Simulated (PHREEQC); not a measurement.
Consider water at 25 °C with 0.2 mol NH4HSO4 per kg of water. Closed to the air; pH follows from the charge balance.

Model: ion-association model, wateq4f.dat, run in PHREEQC.

This is a speciation only: nothing precipitates in the calculation.

Question: Estimate the pH, activity of water.

Answer: pH 1.19; activity of water 0.992.

Question: In which forms is N present?

Answer: NH4+ 85 %, NH4SO4- 15 % of the N.
